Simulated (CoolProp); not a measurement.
Vapour-liquid equilibrium of R152A (1) + isobutene (2) at 1.14 MPa; x and y are mole fractions of (1).

Model: multi-fluid Helmholtz-energy mixture model, Outcalt 1996 and Lemmon 2005; pair parameters Bell 2016, in CoolProp.

```csv
x,bubble temperature (K),y at the bubble point,dew temperature at overall composition x (K),liquid density (mol/L)
0.05,344.8,0.124,(withheld),9.365
0.125,339.0,0.266,344.8,9.613
0.2,334.6,0.371,341.7,9.837
0.275,331.3,0.452,338.6,10.05
0.35,328.8,(withheld),335.5,10.26
0.425,326.8,0.574,332.4,(withheld)
0.5,325.3,0.624,329.5,10.69
0.575,324.0,(withheld),326.8,10.93
0.65,323.0,0.719,324.6,11.18
0.725,(withheld),0.767,322.9,11.46
0.8,321.8,0.820,321.9,(withheld)
0.875,321.5,0.878,321.5,12.07
0.95,321.6,0.947,321.6,12.40
```

Task: Complete the blanks.

Result: 
- 0.05, dew temperature at overall composition x (K): 347.8
- 0.35, y at the bubble point: 0.518
- 0.425, liquid density (mol/L): 10.47
- 0.575, y at the bubble point: 0.672
- 0.725, bubble temperature (K): 322.3
- 0.8, liquid density (mol/L): 11.75

y crosses x between x = 0.875 and 0.95: the model has an azeotrope there.

The pair parameters rest on a limited set of measurements; away from them the model extrapolates.
